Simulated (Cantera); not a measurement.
HgO + H2 (iron carbonyl, mercury and lead vapours)

A closed system holds: 1 mol HgO, 48 mol H2, equilibrated at 1198.15 K and 13300 Pa.

These are equilibrium values from Cantera (NASA tables, ideal gas, pure condensed phases), not measurements of a reactor. Candidate condensed phases: H2O, Hg, HgO; 10 gas species. Kinetics and transport are ignored.

| Item | Value |
|---|---|
| x(H2) | 0.959 |
| x(H2O) | 0.0204 |
| x(Hg) | 0.0204 |
| gas amount | 49.00 mol |
| log10 activity of Hg(l) (absent) | -4.83 |
